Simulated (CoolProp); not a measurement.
A single-stage vapour-compression cycle with n-hexane: evaporating at 315.15 K (dew point), condensing at 351.15 K (bubble point), superheat 2 K, subcooling 5 K, compressor efficiency 0.75, no pressure losses. Each further row changes one setting.

Values from CoolProp's reference Helmholtz-energy equation of state, Thol 2019.

```csv
case,cooling COP,pressure ratio,discharge temperature (K),refrigerating effect (kJ/kg),volumetric capacity (kJ/m³)
as stated,5.85,3.34,351.1,283,382
evaporating temperature 320.15 K,7.06,2.77,351.1,291,468
condensing temperature 346.15 K,6.97,2.88,346.2,295,398
subcooling 10 K,6.11,3.34,351.1,295,398
superheat 12 K,5.96,3.34,356.7,301,392
compressor efficiency 0.65,5.07,3.34,351.1,283,382
```

The compression ends wet for: as stated; evaporating temperature 320.15 K; condensing temperature 346.15 K; subcooling 10 K; compressor efficiency 0.65.
